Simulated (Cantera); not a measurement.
A closed system holds: 1 mol C₂F₆, 0.012 mol F₂, 0.089 mol H₂, at 2875 °C and 7.60 Pa.

Method: chemical equilibrium by Gibbs-energy minimisation in Cantera with the NASA 1993 tables (ideal gas, pure condensed phases). Candidate condensed phases: C, C₆H₆, C₇H₈, C₈H₁₈; 95 gas species. The feed counts by its element totals alone. Equilibrium is a limit: real reactors are often held back by kinetics, nucleation or transport.

Base state: F 0.752, C 0.196, H 0.0201, C₂ 0.0114, CF 0.00897, C₃ 0.00841, HF 0.00243 (mole fractions); condensed: gas only.

Q: What changes in the equilibrium state with this change: temperature from 2875 °C to 1275 °C?

A: 
```tsv
species	before	after
CF₄	<1e-9	0.877
HF	0.00243	0.108
CF₂	9.98e-6	0.00919
F	0.752	0.00515
C	0.196	<1e-9
C₂	0.0114	<1e-9
H	0.0201	1.00e-8
C₃	0.00841	<1e-9
CF₃	<1e-9	0.000535
CF	0.00897	1.29e-6
C(graphite), mol	0	0.533
```
Gases not in the tables: C₂F₆ and larger saturated fluorocarbons.
